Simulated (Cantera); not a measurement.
Input (Python, Cantera) and output of one run.

```python
import numpy as np
import cantera as ct

gas_names = """
    AL ALH ALN AL2 H H2 N NH NH2 NH3 N2 N2H2 N2H4
""".split()
cond_names = """
    AL(cr) AL(L) ALN(s)
""".split()


def load(file, names, dense=False):
    # The tables refer to 1 bar. Condensed volumes are neglected.
    table = {s.name: s for s in ct.Species.list_from_file(file)}
    out = []
    for n in names:
        d = dict(table[n].input_data)
        d["thermo"] = dict(d["thermo"], **{"reference-pressure": 1e5})
        if dense:
            d["equation-of-state"] = {"model": "constant-volume", "density": "1e6 g/cm^3"}
        out.append(ct.Species.from_dict(d))
    return out


gas = ct.Solution(thermo="ideal-gas", species=load("nasa_gas.yaml", gas_names))
cond = {s.name: ct.Solution(thermo="fixed-stoichiometry", species=[s], name=s.name)
        for s in load("nasa_condensed.yaml", cond_names, dense=True)}
atoms = {
    'AlN': {'AL': 1, 'N': 1},
    'H2': {'H': 2},
    'N2': {'N': 2},
}
top_T = {'ALN(s)': 2750}  # K; cautious upper limits of use, not melting points


def equilibrate(T, P, feed):
    n = {}
    for name, mol in feed.items():
        for a, k in atoms[name].items():
            n[a] = n.get(a, 0.0) + k * mol
    gas.TPX = T, P, n
    mass = sum(n.values()) * gas.mean_molecular_weight
    gas.equilibrate("TP")
    valid = [c for c in cond.values() if c.min_temp <= T <= top_T.get(c.name, c.max_temp)]
    mix = ct.Mixture([(gas, mass / gas.mean_molecular_weight)] + [(c, 0.0) for c in valid])
    mix.T, mix.P = T, P
    mix.equilibrate("TP", solver="vcs", rtol=1e-11, max_steps=5000)
    return mix


results = []
feed = {'AlN': 1, 'H2': 410, 'N2': 97}  # mol
P = 13332.2  # Pa
for T in [1925, 1950, 1975, 2000, 2025, 2050, 2075]:
    mix = equilibrate(T, P, feed)
    results.append((T, P, feed, dict(zip(mix.species_names, mix.species_moles))))

top = {s: max(r[3][s] / sum(r[3][g] for g in gas_names) for r in results) for s in gas_names}
cols = sorted((s for s in top if top[s] > 0.001), key=lambda s: -top[s])[:8]
seen = [c for c in cond_names if any(r[3].get(c, 0) > 1e-12 for r in results)]
print("log10 of partial pressures in bar; condensed amounts in mol")
print(f"{'T/K':>10s}" + "".join(f"{s[:9]:>10s}" for s in cols + seen))
for T, P, feed, n in results:
    ng = sum(n[g] for g in gas_names)
    print(f"{T:10.4g}" + "".join(f"{np.log10(max(n[s] / ng * P / 1e5, 1e-99)):10.3f}" for s in cols)
          + "".join(f"{n.get(c, 0):10.4g}" for c in seen))
```

Output:

```
log10 of partial pressures in bar; condensed amounts in mol
       T/K        H2        N2         H        AL    ALN(s)
      1925    -0.969    -1.594    -3.504    -4.533    0.8763
      1950    -0.969    -1.594    -3.425    -4.314    0.7959
      1975    -0.969    -1.594    -3.349    -4.100    0.6675
      2000    -0.970    -1.594    -3.274    -3.891    0.4646
      2025    -0.971    -1.594    -3.201    -3.688    0.1477
      2050    -0.971    -1.594    -3.130    -3.617         0
      2075    -0.972    -1.594    -3.060    -3.615         0
```

Method: chemical equilibrium by Gibbs-energy minimisation in Cantera with the NASA 1993 tables (ideal gas, pure condensed phases).
